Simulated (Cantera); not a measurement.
Thermodynamics of hydrogen reduction and annealing atmospheres, feed NiS + H2 + N2

Input: 1 mol NiS, 180 mol H2, 27 mol N2, held at 975 K and 1 atm.

Equilibrium computed with Cantera from the NASA thermochemical tables; the gas is ideal and each condensed phase is pure. Candidate condensed phases: Ni, NiS, NiS2, Ni3S2, Ni3S4, S; 17 gas species. Metal and sulfide melt together well below either melting point, which pure phases cannot show. Equilibrium is a limit: real reactors are often held back by kinetics, nucleation or transport.

```
Quantity                               Result
----------------------------------  ---------
x(H2)                                   0.867
x(N2)                                   0.130
x(H2S)                                0.00248
x(NH3)                               0.000204
n(Ni(s))                            0.268 mol
n(Ni3S2(s))                         0.244 mol
gas amount                          207.0 mol
log10 activity of NiS(s) (absent)       -1.11
log10 activity of S(l) (absent)         -5.09
log10 activity of NiS2(s) (absent)      -5.15
```
